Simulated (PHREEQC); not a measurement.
0.01 g of hydrous ferric oxide (600 m²/g; 0.2 weak and 0.005 strong sites per Fe, Dzombak-Morel constants, diffuse double layer) in 1 kg of water with 0.005 mol/kgw of an inert sodium salt, at 25 °C; the pH is set by adding NaOH or the inert anion's acid. Oxygen is held at 0.21 atm. No CO2 enters from the air. Nothing may precipitate in this run.

Model: ion-association model, wateq4f.dat, run in PHREEQC.

```json
[
 {"pH": "3", "surface charge σ (C/m²)": "0.302", "surface potential ψ (mV)": "215"},
 {"pH": "3.5", "surface charge σ (C/m²)": "0.242", "surface potential ψ (mV)": "207"},
 {"pH": "4", "surface charge σ (C/m²)": "0.182", "surface potential ψ (mV)": "194"},
 {"pH": "4.5", "surface charge σ (C/m²)": "0.131", "surface potential ψ (mV)": "177"},
 {"pH": "5", "surface charge σ (C/m²)": "0.090", "surface potential ψ (mV)": "158"},
 {"pH": "5.5", "surface charge σ (C/m²)": "0.059", "surface potential ψ (mV)": "137"},
 {"pH": "6", "surface charge σ (C/m²)": "0.037", "surface potential ψ (mV)": "114"},
 {"pH": "6.5", "surface charge σ (C/m²)": "0.023", "surface potential ψ (mV)": "89"},
 {"pH": "7", "surface charge σ (C/m²)": "0.013", "surface potential ψ (mV)": "62"},
 {"pH": "7.5", "surface charge σ (C/m²)": "0.006", "surface potential ψ (mV)": "34"},
 {"pH": "8", "surface charge σ (C/m²)": "0.001", "surface potential ψ (mV)": "6"},
 {"pH": "8.5", "surface charge σ (C/m²)": "-0.004", "surface potential ψ (mV)": "-22"},
 {"pH": "9", "surface charge σ (C/m²)": "-0.009", "surface potential ψ (mV)": "-50"},
 {"pH": "9.5", "surface charge σ (C/m²)": "-0.018", "surface potential ψ (mV)": "-77"},
 {"pH": "10", "surface charge σ (C/m²)": "-0.030", "surface potential ψ (mV)": "-103"},
 {"pH": "10.5", "surface charge σ (C/m²)": "-0.050", "surface potential ψ (mV)": "-127"},
 {"pH": "11", "surface charge σ (C/m²)": "-0.081", "surface potential ψ (mV)": "-148"}
]
```

The oxide is taken as insoluble; below pH 4 it would dissolve.
